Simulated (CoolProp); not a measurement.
Vapour-liquid equilibrium of R114 (1) + n-heptane (2) at 3.08 bar; x and y are mole fractions of (1).

Model: multi-fluid Helmholtz-energy mixture model, Platzer 1990 and Span 2003; pair parameters Bell 2016, in CoolProp. This equation is an older, rougher fit; its heat capacities, sound speeds and derivatives of the liquid may be far off and weren't checked against measurements.

Give the bubble temperature and the first vapour's composition at x = 0.05, 0.2, 0.8. Is there an azeotrope?

x = 0.05: 395.9 K, y = 0.364; x = 0.2: 357.7 K, y = 0.806; x = 0.8: 316.6 K, y = 0.982. No azeotrope shows between x = 0.05 and 0.95.

The pair parameters rest on a limited set of measurements; away from them the model extrapolates.
